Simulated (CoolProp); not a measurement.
R1224YDZ along the isotherm 433 K: density (kg/m³) from the reference equation and from simpler models built on Tc = 428.7 K, pc = 3.334 MPa, ω = 0.325; each cubic takes its own stable root.

Values from CoolProp's reference Helmholtz-energy equation of state, Akasaka 2023.

| p (MPa) | phase | reference |
|---|---|---|
| 0.185 | gas | 7.776 |
| 0.37 | gas | 15.86 |
| 0.556 | gas | 24.34 |
| 0.741 | gas | 33.15 |
| 0.926 | gas | 42.40 |
| 1.11 | gas | 52.07 |
| 1.3 | gas | 62.63 |
| 1.48 | gas | 73.24 |
| 1.67 | gas | 85.20 |

### Question
How far does each simpler model (ideal gas, Redlich-Kwong, Soave-Redlich-Kwong) lie from the reference over these 9 states: mean and median of the absolute difference, and the worst?

### Answer
- ideal gas: mean 10.2 %, median 9.9 %, worst -19.2 % at 433 K and 1.67 MPa
- Redlich-Kwong: mean 0.2 %, median 0.1 %, worst -0.4 % at 433 K and 1.67 MPa
- Soave-Redlich-Kwong: mean 0.2 %, median 0.2 %, worst -0.6 % at 433 K and 1.67 MPa
